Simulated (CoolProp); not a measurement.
Properties of R1233zd(E) along the isotherm 239.6 K (Tc = 438.9 K, pc = 35.83 bar, ω = 0.304).

Computed with CoolProp (reference Helmholtz-energy equation of state, Akasaka 2022).

```
p (bar)   phase  density (kg/m³)  cp (kJ/(kg K))  expansivity (1/kK)  fugacity coefficient
-------  ------  ---------------  --------------  ------------------  --------------------
1.12     liquid             1395           1.076                   ?               0.07743
2.24     liquid             1395           1.076               1.525               0.03892
3.36     liquid             1395           1.076               1.524               0.02608
4.48     liquid             1396           1.076                   ?               0.01966
5.6      liquid             1396           1.076               1.521               0.01581
6.72     liquid             1396           1.076               1.520               0.01325
7.84     liquid             1396           1.076               1.518               0.01142
8.96     liquid             1396           1.075               1.517               0.01004
10.1     liquid             1397           1.075                   ?              0.008955
11.2     liquid             1397           1.075               1.514              0.008118
12.3     liquid             1397           1.075               1.513              0.007430
13.4     liquid             1397           1.075               1.512              0.006855
14.6     liquid             1397           1.075               1.510              0.006327
15.7     liquid             1397           1.075               1.509              0.005914
16.8     liquid             1398           1.074               1.507                     ?
17.9     liquid             1398           1.074               1.506              0.005241
```

Problem. Fill in the missing entries.

Solution. 
- 1.12, expansivity (1/kK): 1.527
- 4.48, expansivity (1/kK): 1.522
- 10.1, expansivity (1/kK): 1.516
- 16.8, fugacity coefficient: 0.005556
